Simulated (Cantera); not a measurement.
Cantera run, input and output.

```python
import numpy as np
import cantera as ct

gas = ct.Solution("gri30.yaml")
gas.TPX = 573, 37000, {'CH4': 1, 'O2': 1.54, 'N2': 5.78}
flame = ct.FreeFlame(gas, width=0.08)
flame.set_refine_criteria(ratio=3, slope=0.08, curve=0.16)
flame.transport_model = "mixture-averaged"
flame.solve(loglevel=0, auto=True)
z, T = flame.grid, flame.T
thick = (T[-1] - T[0]) / np.gradient(T, z).max()
show = ['CH4', 'O2', 'CH2', 'H', 'CH3', 'NO2']
print(f"laminar burning velocity  {flame.velocity[0] * 100:.3f} cm/s")
print(f"burnt temperature         {T[-1]:.1f} K")
print(f"thermal thickness         {thick * 1e3:.4f} mm")
print(f"grid points               {len(z)}")
z0 = z[flame.heat_release_rate.argmax()]
print(f"{'z/mm':>9s}{'T/K':>9s}{'u/(m/s)':>9s}" + "".join(f"{s:>11s}" for s in show))
rows = []
for k in (-3, -2, -1.5, -1, -0.5, -0.25, 0, 0.25, 0.5, 1, 2, 4, 8):
    zz = z0 + k * thick
    rows.append([k * thick, np.interp(zz, z, T), np.interp(zz, z, flame.velocity),
                 *(np.interp(zz, z, flame.X[gas.species_index(s)]) for s in show)])
    print(f"{rows[-1][0] * 1e3:9.3f}{rows[-1][1]:9.1f}{rows[-1][2]:9.3f}" + "".join(f"{x:11.3e}" for x in rows[-1][3:]))
```

Result:

```
laminar burning velocity  117.733 cm/s
burnt temperature         2229.4 K
thermal thickness         0.8786 mm
grid points               145
     z/mm      T/K  u/(m/s)        CH4         O2        CH2          H        CH3        NO2
   -2.636    573.1    1.180  1.199e-01  1.847e-01  7.436e-18  4.530e-12  3.362e-08  6.029e-11
   -1.757    575.4    1.189  1.192e-01  1.839e-01  3.958e-14  3.274e-09  5.699e-07  1.545e-09
   -1.318    586.3    1.218  1.177e-01  1.823e-01  7.682e-12  1.593e-07  3.323e-06  9.727e-09
   -0.879    667.1    1.402  1.107e-01  1.756e-01  2.835e-09  8.987e-06  3.502e-05  4.494e-08
   -0.439   1105.6    2.378  7.568e-02  1.373e-01  7.733e-07  2.719e-04  1.093e-03  3.080e-08
   -0.220   1505.0    3.288  4.046e-02  9.309e-02  2.060e-05  1.378e-03  4.295e-03  1.896e-08
    0.000   1853.2    4.097  1.093e-02  4.605e-02  9.973e-05  4.852e-03  4.418e-03  5.716e-09
    0.220   2017.3    4.472  1.348e-03  1.832e-02  6.410e-05  9.317e-03  1.174e-03  1.254e-09
    0.439   2061.1    4.562  1.052e-04  7.674e-03  1.035e-05  1.212e-02  1.349e-04  9.053e-10
    0.879   2080.0    4.587  5.969e-07  3.043e-03  1.027e-07  1.349e-02  1.018e-06  1.033e-09
    1.757   2095.4    4.609  1.418e-10  2.219e-03  4.972e-11  1.300e-02  3.210e-10  1.117e-09
    3.514   2115.8    4.646  1.497e-14  1.835e-03  8.670e-15  1.161e-02  4.963e-14  1.190e-09
    7.029   2143.9    4.699  5.622e-15  1.357e-03  2.874e-15  9.587e-03  2.094e-14  1.304e-09
```

Computed with Cantera and GRI-Mech 3.0 (53 species, 325 reactions). Burning velocities carry a grid error of a few per cent, more on coarse grids.
